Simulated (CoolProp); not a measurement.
Carbonyl sulfide along the isotherm 305.85 °C: Z from the reference equation and from simpler models built on Tc = 105.6 °C, pc = 6369 kPa, ω = 0.098; each cubic takes its own stable root.

Computed with CoolProp (reference Helmholtz-energy equation of state, Lemmon 2006). It is a short technical equation, of lower accuracy than the large ones.

| p (kPa) | phase | reference |
|---|---|---|
| 318 | gas | 0.9959 |
| 637 | gas | 0.9918 |
| 955 | gas | 0.9878 |
| 1270 | gas | 0.9838 |
| 1590 | gas | 0.9797 |
| 1910 | gas | 0.9757 |
| 2230 | gas | 0.9717 |
| 2550 | gas | 0.9677 |
| 2870 | gas | 0.9637 |
| 3180 | gas | 0.9599 |

Problem. How far does each simpler model (Pitzer virial, van der Waals, Redlich-Kwong, Soave-Redlich-Kwong, Peng-Robinson) lie from the reference over these 10 states: mean and median of the absolute difference, and the worst?

Solution. 
- Pitzer virial: mean 0.1 %, median 0.1 %, worst +0.1 % at 305.85 °C and 3180 kPa
- van der Waals: mean 0.5 %, median 0.5 %, worst -1.0 % at 305.85 °C and 3180 kPa
- Redlich-Kwong: mean 0.3 %, median 0.3 %, worst -0.5 % at 305.85 °C and 3180 kPa
- Soave-Redlich-Kwong: mean 0.2 %, median 0.2 %, worst +0.4 % at 305.85 °C and 3180 kPa
- Peng-Robinson: mean 0.4 %, median 0.4 %, worst -0.8 % at 305.85 °C and 3180 kPa
